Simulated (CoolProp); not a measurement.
Computed with CoolProp (reference Helmholtz-energy equation of state, Platzer 1990). This equation is an older, rougher fit; its heat capacities, sound speeds and derivatives of the liquid may be far off and weren't checked against measurements.

Q: For CF4 (R14), give the phase and the Z, fugacity coefficient at -108.75 °C and 17400 kPa.

A: 
- -108.75 °C and 17400 kPa: liquid; Z 0.713, fugacity coefficient 0.0358
